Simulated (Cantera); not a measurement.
## Iron carbonyl, mercury and lead vapours: Hg + N2

Input: 1 mol Hg, 3 mol N2, held at 1225 K and 0.450 bar.

Equilibrium computed with Cantera from the NASA thermochemical tables; the gas is ideal and each condensed phase is pure. Candidate condensed phases: Hg; 3 gas species. Equilibrium is a limit: real reactors are often held back by kinetics, nucleation or transport.

- x(N2): 0.750
- x(Hg): 0.250
- gas amount: 4.000 mol
- log10 activity of Hg(l) (absent): -3.27
